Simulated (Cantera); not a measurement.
# Premixed flame

A freely propagating, adiabatic, planar premixed flame of 46.9 % H₂, 11.2 % O₂, 42.0 % N₂, unburnt at 525 K and 3.36 atm; mixture-averaged transport, grid criteria slope 0.08 and curve 0.16, no radiation.

Computed with Cantera and the H2/O2 subset of GRI-Mech 3.0, which has no nitrogen chemistry. The hydrogen kinetics of GRI-Mech 3.0 are dated; newer H2 mechanisms differ, most at raised pressure. Burning velocities carry a grid error of a few per cent, more on coarse grids.

```json
[
 {"z (mm)": "-0.265", "T (K)": "525", "u (m/s)": "7.26", "x H₂": "0.469", "x O₂": "0.112", "x O": "<1e-8", "x HO₂": "<1e-8", "x H₂O": "<1e-8", "x OH": "<1e-8"},
 {"z (mm)": "-0.177", "T (K)": "525", "u (m/s)": "7.26", "x H₂": "0.469", "x O₂": "0.112", "x O": "<1e-8", "x HO₂": "<1e-8", "x H₂O": "<1e-8", "x OH": "<1e-8"},
 {"z (mm)": "-0.132", "T (K)": "525", "u (m/s)": "7.26", "x H₂": "0.469", "x O₂": "0.112", "x O": "<1e-8", "x HO₂": "1.37e-8", "x H₂O": "3.88e-8", "x OH": "<1e-8"},
 {"z (mm)": "-0.0883", "T (K)": "526", "u (m/s)": "7.26", "x H₂": "0.469", "x O₂": "0.112", "x O": "2.20e-8", "x HO₂": "1.24e-6", "x H₂O": "2.46e-6", "x OH": "<1e-8"},
 {"z (mm)": "-0.0441", "T (K)": "577", "u (m/s)": "7.88", "x H₂": "0.460", "x O₂": "0.112", "x O": "1.33e-5", "x HO₂": "0.000527", "x H₂O": "0.00192", "x OH": "8.67e-5"},
 {"z (mm)": "-0.0221", "T (K)": "875", "u (m/s)": "11.6", "x H₂": "0.422", "x O₂": "0.104", "x O": "0.000289", "x HO₂": "0.000472", "x H₂O": "0.0286", "x OH": "0.000870"},
 {"z (mm)": "0", "T (K)": "1279", "u (m/s)": "16.5", "x H₂": "0.349", "x O₂": "0.0727", "x O": "0.00178", "x HO₂": "0.000207", "x H₂O": "0.0979", "x OH": "0.00182"},
 {"z (mm)": "0.0221", "T (K)": "1560", "u (m/s)": "19.9", "x H₂": "0.280", "x O₂": "0.0309", "x O": "0.00240", "x HO₂": "8.14e-5", "x H₂O": "0.178", "x OH": "0.00325"},
 {"z (mm)": "0.0441", "T (K)": "1701", "u (m/s)": "21.6", "x H₂": "0.250", "x O₂": "0.00966", "x O": "0.00150", "x HO₂": "2.46e-5", "x H₂O": "0.220", "x OH": "0.00369"},
 {"z (mm)": "0.0883", "T (K)": "1822", "u (m/s)": "23.0", "x H₂": "0.243", "x O₂": "0.00115", "x O": "0.000730", "x HO₂": "2.86e-6", "x H₂O": "0.238", "x OH": "0.00379"},
 {"z (mm)": "0.177", "T (K)": "1927", "u (m/s)": "24.2", "x H₂": "0.250", "x O₂": "0.000215", "x O": "0.000445", "x HO₂": "6.30e-7", "x H₂O": "0.242", "x OH": "0.00352"},
 {"z (mm)": "0.353", "T (K)": "2022", "u (m/s)": "25.2", "x H₂": "0.258", "x O₂": "0.000100", "x O": "0.000237", "x HO₂": "3.26e-7", "x H₂O": "0.244", "x OH": "0.00287"},
 {"z (mm)": "0.706", "T (K)": "2096", "u (m/s)": "26.0", "x H₂": "0.264", "x O₂": "4.42e-5", "x O": "0.000105", "x HO₂": "1.56e-7", "x H₂O": "0.247", "x OH": "0.00207"}
]
```
x: mole fraction of selected species; z is measured from the peak of heat release.

```json
{
 "laminar_burning_velocity": "726 cm/s",
 "thermal_thickness": "0.0883 mm",
 "peak x(O)": "0.00248",
 "peak x(HO₂)": "0.000728",
 "peak x(OH)": "0.00379",
 "grid_points": "115"
}
```
